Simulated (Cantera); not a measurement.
Source: NASA polynomial tables (part measured, part estimated), evaluated in Cantera. Values are per mole of reaction as written; species without (g) are pure solids or liquids, kept so even where they would boil at 1 bar.

1.143 Ti + O₂(g) = 0.2857 Ti₄O₇

| T (K) | ΔH° (kJ) | ΔS° (J/K) | ΔG° (kJ) | log10 K |
|---|---|---|---|---|
| 300 | [?] | [?] | [?] | [?] |
| 673 | -969.0 | -176.1 | -850.5 | 66.01 |
| 723 | -968.4 | -175.1 | -841.8 | 60.81 |
| 773 | -967.7 | -174.2 | -833.0 | 56.29 |
| 823 | [?] | [?] | [?] | [?] |
| 873 | -966.4 | -172.6 | -815.7 | 48.81 |
| 923 | -965.7 | -171.9 | -807.1 | 45.67 |
| 973 | -965.1 | -171.2 | -798.5 | 42.87 |
| 1023 | -964.5 | -170.6 | -790.0 | 40.34 |
| 1073 | -964.0 | -170.1 | -781.5 | 38.04 |
| 1123 | -963.7 | -169.9 | -773.0 | 35.95 |

Some entries are withheld; supply them.


- 300, ΔH° (kJ): -972.7
- 300, ΔS° (J/K): -183.5
- 300, ΔG° (kJ): -917.7
- 300, log10 K: 159.78
- 823, ΔH° (kJ): -967.0
- 823, ΔS° (J/K): -173.3
- 823, ΔG° (kJ): -824.3
- 823, log10 K: 52.32
